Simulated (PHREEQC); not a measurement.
**Nickel, zinc or cadmium bath with nickel, zinc or cadmium bath: speciation**

Solution A (0.025 mol CdCl2, 0.01 mol Na2SO4 and 0.033 mol MnSO4 per kg of water) is mixed with solution B (0.025 mol/kgw ZnSO4 and 0.0003 mol/kgw NaCl) at 85 °C; shares are by mass of water, 1 kg in all. No oxygen is let in. CO2 from the air is kept out. Only these solids could form: Pyrochroite, Zn(OH)2-a, Zn4(OH)6SO4, Zn5(OH)8Cl2, Cd(OH)2, CdOHCl, Halite, Mirabilite, Goslarite.

Equilibrium calculation in PHREEQC: ion-association model, wateq4f.dat.

Question: Predict pH, Zn+2 (mol/kgw), ZnSO4 (mol/kgw) at share of solution B = 0.3, 0.5, 0.8.

Answer: 
```
share of solution B    pH  Zn+2 (mol/kgw)  ZnSO4 (mol/kgw)
-------------------  ----  --------------  ---------------
0.3                  5.32         0.00377          0.00257
0.5                  5.22         0.00645          0.00445
0.8                  5.10          0.0107          0.00773
```

Away from 25 °C the constants follow the database's enthalpies or fits; those with neither stay at their 25 °C values.
